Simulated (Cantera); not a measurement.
Charge: 1 mol CuO, 1.9 mol C, 1.1 mol H2, equilibrated at 1800 °C and 16.0 mbar.

These are equilibrium values from Cantera (NASA tables, ideal gas, pure condensed phases), not measurements of a reactor. Candidate condensed phases: C, C6H6, C7H8, C8H18, Cu, CuO, Cu(OH)2, Cu2O, H2O; 113 gas species. Equilibrium is a limit: real reactors are often held back by kinetics, nucleation or transport.

Base state: H2 0.346, CO 0.321, Cu 0.319, H 0.0122, Cu2 0.00103, C2H2 (acetylene) 0.000425 (mole fractions); condensed: C(graphite).

Task: What changes in the equilibrium state with this change: pressure from 16.0 mbar to 0.133 bar?

Result: 
```csv
species,before,after
H2,0.346,0.487
CO,0.321,0.445
Cu,0.319,0.0621
H,0.0122,0.00502
CH4,6.77e-7,1.11e-5
Cu2,0.00103,0.000326
C2H2 (acetylene),0.000425,0.000596
"C(graphite), mol",0.897,0.897
"Cu(l), mol",0,0.859
```
